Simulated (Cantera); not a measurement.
Equilibrium for abatement and gas-phase synthesis: S + H2O

A closed system holds: 1 mol S, a varied amount of H2O, equilibrated at 3098 K and 0.340 bar.

Method: chemical equilibrium by Gibbs-energy minimisation in Cantera with the NASA 1993 tables (ideal gas, pure condensed phases). Candidate condensed phases: H2O, H2SO4, S; 19 gas species. Kinetics and transport are ignored.

From 0.06 mol H2O to 0.86 mol H2O nothing is condensed.

```json
[
 {"n(H2O) (mol)": "0.06", "x S2": "0.424", "x S": "0.373", "x H2": "0.0280", "x SO": "0.0694", "x H": "0.0606", "x H2O": "0.00157", "x SO2": "0.00262", "x SH": "0.0371", "x OH": "0.00121", "x O": "0.00160"},
 {"n(H2O) (mol)": "0.08", "x S2": "0.390", "x S": "0.358", "x H2": "0.0396", "x SO": "0.0856", "x H": "0.0721", "x H2O": "0.00285", "x SO2": "0.00416", "x SH": "0.0423", "x OH": "0.00186", "x O": "0.00205"},
 {"n(H2O) (mol)": "0.11", "x S2": "0.347", "x S": "0.337", "x H2": "0.0562", "x SO": "0.106", "x H": "0.0859", "x H2O": "0.00531", "x SO2": "0.00673", "x SH": "0.0476", "x OH": "0.00290", "x O": "0.00269"},
 {"n(H2O) (mol)": "0.15", "x S2": "0.300", "x S": "0.314", "x H2": "0.0765", "x SO": "0.127", "x H": "0.100", "x H2O": "0.00931", "x SO2": "0.0104", "x SH": "0.0517", "x OH": "0.00436", "x O": "0.00346"},
 {"n(H2O) (mol)": "0.2", "x S2": "0.254", "x S": "0.289", "x H2": "0.0988", "x SO": "0.146", "x H": "0.114", "x H2O": "0.0150", "x SO2": "0.0150", "x SH": "0.0540", "x OH": "0.00620", "x O": "0.00433"},
 {"n(H2O) (mol)": "0.26", "x S2": "0.211", "x S": "0.263", "x H2": "0.121", "x SO": "0.162", "x H": "0.126", "x H2O": "0.0226", "x SO2": "0.0203", "x SH": "0.0546", "x OH": "0.00839", "x O": "0.00529"},
 {"n(H2O) (mol)": "0.35", "x S2": "0.164", "x S": "0.232", "x H2": "0.149", "x SO": "0.178", "x H": "0.140", "x H2O": "0.0344", "x SO2": "0.0277", "x SH": "0.0532", "x OH": "0.0115", "x O": "0.00658"},
 {"n(H2O) (mol)": "0.48", "x S2": "0.117", "x S": "0.196", "x H2": "0.178", "x SO": "0.189", "x H": "0.153", "x H2O": "0.0516", "x SO2": "0.0369", "x SH": "0.0492", "x OH": "0.0158", "x O": "0.00825"},
 {"n(H2O) (mol)": "0.64", "x S2": "0.0809", "x S": "0.163", "x H2": "0.203", "x SO": "0.192", "x H": "0.163", "x H2O": "0.0721", "x SO2": "0.0461", "x SH": "0.0436", "x OH": "0.0208", "x O": "0.0101"},
 {"n(H2O) (mol)": "0.86", "x S2": "0.0508", "x S": "0.129", "x H2": "0.224", "x SO": "0.188", "x H": "0.172", "x H2O": "0.0986", "x SO2": "0.0558", "x SH": "0.0364", "x OH": "0.0270", "x O": "0.0125"}
]
```
x: gas mole fraction; nothing condenses.
